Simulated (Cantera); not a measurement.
Cantera run:

```python
import numpy as np
import cantera as ct

gas_names = """
    H H2 Pb Pb2
""".split()
cond_names = """
    Pb(cr) Pb(L)
""".split()


# ... load() reads the species with a 1 bar reference pressure and builds the phases ...
atoms = {
    'Pb': {'Pb': 1},
    'H2': {'H': 2},
}
top_T = {}  # K; cautious upper limits of use, not melting points


# ... equilibrate(T, P, feed) seeds the gas with the atoms and calls Mixture.equilibrate('TP', solver="vcs", rtol=1e-11, max_steps=5000) ...
results = []
feed = {'Pb': 1, 'H2': 52}  # mol
P = 700  # Pa
for T in [973, 1023, 1073, 1123, 1173, 1223, 1273, 1323, 1373, 1423]:
    mix = equilibrate(T, P, feed)
    results.append((T, P, feed, dict(zip(mix.species_names, mix.species_moles))))

top = {s: max(r[3][s] / sum(r[3][g] for g in gas_names) for r in results) for s in gas_names}
cols = sorted((s for s in top if top[s] > 1e-05), key=lambda s: -top[s])[:5]
seen = [c for c in cond_names if any(r[3].get(c, 0) > 1e-12 for r in results)]
print("log10 of partial pressures in bar; condensed amounts in mol")
print(f"{'T/K':>10s}" + "".join(f"{s[:9]:>10s}" for s in cols + seen))
for T, P, feed, n in results:
    ng = sum(n[g] for g in gas_names)
    print(f"{T:10.4g}" + "".join(f"{np.log10(max(n[s] / ng * P / 1e5, 1e-99)):10.3f}" for s in cols)
          + "".join(f"{n.get(c, 0):10.4g}" for c in seen))
```

It prints:

```
log10 of partial pressures in bar; condensed amounts in mol
       T/K        H2        Pb         H     Pb(L)
       973    -2.155    -5.058   -10.044    0.9349
      1023    -2.157    -4.574    -9.461    0.8012
      1073    -2.159    -4.136    -8.933    0.4514
      1123    -2.163    -3.879    -8.452         0
      1173    -2.163    -3.879    -8.010         0
      1223    -2.163    -3.879    -7.603         0
      1273    -2.163    -3.879    -7.228         0
      1323    -2.163    -3.879    -6.881         0
      1373    -2.163    -3.879    -6.559         0
      1423    -2.163    -3.879    -6.259         0
```

Method: chemical equilibrium by Gibbs-energy minimisation in Cantera with the NASA 1993 tables (ideal gas, pure condensed phases).
